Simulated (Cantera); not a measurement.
Charge: 1 mol Ti(OiPr)4, 2.4 mol H2O, at 1350 K and 0.160 bar.

Method: chemical equilibrium by Gibbs-energy minimisation in Cantera with the NASA 1993 tables (ideal gas, pure condensed phases). Candidate condensed phases: C, C6H6, C7H8, C8H18, H2O, Ti, TiC, TiO, TiO2, Ti2O3, Ti3O5, Ti4O7; 113 gas species. The feed counts by its element totals alone. The numbers say what is thermodynamically allowed, not how fast it happens.

Task: What is the equilibrium state?

Result: 
* **x(H2)**: 0.775
* **x(CO)**: 0.224
* **x(CH4)**: 0.000554
* **x(H2O)**: 0.000159
* **x(CO2)**: 2.34e-5
* **x(H)**: 5.25e-6
* **n(C(graphite))**: 7.26 mol
* **n(Ti3O5(s))**: 0.333 mol
* **gas amount**: 21.12 mol
* **log10 activity of Ti2O3(s) (absent)**: -0.08
* **log10 activity of Ti4O7(s) (absent)**: -0.23
* **log10 activity of Ti(β) (absent)**: -6.74
